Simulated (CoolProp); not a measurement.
A simple Rankine cycle with m-xylene: condensing at 326.15 K, boiler at 0.145 MPa, turbine inlet 431 K, turbine efficiency 0.8, pump efficiency 0.8, no recuperator. Each further row changes one setting.

Values from CoolProp's reference Helmholtz-energy equation of state, Zhou 2012.

| case | thermal efficiency (%) | net work (kJ/kg) | heat in (kJ/kg) | turbine exit temperature (K) | volume ratio over the turbine |
|---|---|---|---|---|---|
| as stated | 15.4 | 82.7 | 538 | 374.9 | 27.7 |
| turbine inlet 451 K | 15.2 | 87.2 | 573 | 395.1 | 27.7 |
| condensing temperature 318.15 K | 16.5 | 91.3 | 552 | 369.0 | 40.1 |
| boiler pressure 0.101 MPa | 13.9 | 75.1 | 540 | 381.4 | 19.3 |
| turbine efficiency 0.7 | 13.4 | 72.3 | 538 | 381.8 | 28.2 |
